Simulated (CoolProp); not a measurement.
The fluid at 293.15 K and 8.13 MPa is throttled through a valve to 0.201 MPa with no heat exchange. The same conditions are run with several fluids, on thermodynamics alone (safety and materials aside).

The numbers come from the reference Helmholtz-energy equation of state of each fluid (carbonyl sulfide: Lemmon 2006; n-hexane: Thol 2019; n-perfluorohexane: Gao 2022; hydrogen chloride: Thol 2018; hydrogen sulfide: Lemmon 2006) in CoolProp.

| fluid | temperature change (K) | final phase | final density (kg/m³) |
|---|---|---|---|
| carbonyl sulfide | -54.2 | two-phase, vapour fraction 0.236 | 26.6 |
| n-hexane | +3.3 | liquid | 657 |
| n-perfluorohexane | +2.4 | liquid | 1680 |
| hydrogen chloride | -92.0 | two-phase, vapour fraction 0.391 | 11.7 |
| hydrogen sulfide | -65.7 | two-phase, vapour fraction 0.260 | 14.3 |
